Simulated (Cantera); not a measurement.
A closed system holds: 1 mol Si, 1.7 mol Br₂.

Cantera equilibrium calculation (NASA polynomials, part measured and part estimated; ideal gas, pure solids and liquids). Candidate condensed phases: Br₂, Si; 9 gas species. The tables' values for SiBr₃ are old estimates. Rates play no part.

Stable condensed phases, one row left out:

```
T in °C \ P in Pa
              1    3.2     10     32    100    320   1000   3200  10000  32000 100000
   1402       A      B      B      B      B      B      B      B      B      B      B
   1327       B      B      B      B      B      B      B      B      B      B      B
   1252       B      B      B      B      B      B      B      B      B      B      B
   1177       B      B      B      B      B      B      B      B      B      B      B
   1102       B      B      B      B      B      B      B      B      B      B      A
   1027       B      B      B      B      B      B      B      B      B      A      A
    952       B      B      B      B      B      B      B      A      A      A      A
    802       B      B      B      B      A      A      A      A      A      A      A
    727       B      A      A      A      A      A      A      A      A      A      A
    652       A      A      A      A      A      A      A      A      A      A      A
    577       A      A      A      A      A      A      A      A      A      A      A
    502       A      A      A      A      A      A      A      A      A      A      A
    427       A      A      A      A      A      A      A      A      A      A      A
```

A: Si; B: gas only.

**Question.** Give the row for 877 °C.

**Answer.** 1: gas only; 3.2: gas only; 10: gas only; 32: gas only; 100: gas only; 320: Si; 1000: Si; 3200: Si; 10000: Si; 32000: Si; 100000: Si.
